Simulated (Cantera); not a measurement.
An adiabatic, constant-volume homogeneous reactor starts with 5.22 % CH3OH, 19.9 % O2, 74.9 % N2, equivalence ratio 0.39, at 1200 K and 2700 Torr.

Detailed kinetics in Cantera: GRI-Mech 3.0 (53 species, 325 reactions). GRI-Mech 3.0 was tuned for natural gas; its chemistry of methanol as a main component is partial and can be far from experiment.

Problem. Predict: time of steepest temperature rise; temperature at 0.200 s; equilibrium temperature; x(O2) at 0.200 s; x(NO) at 0.200 s.

Solution. 
* **time of steepest temperature rise**: 3.85 ms
* **temperature at 0.200 s**: 2292 K
* **equilibrium temperature**: 2292 K
* **x(O2) at 0.200 s**: 0.111 (gas-phase equilibrium 0.111)
* **x(NO) at 0.200 s**: 0.0108 (gas-phase equilibrium 0.0108)
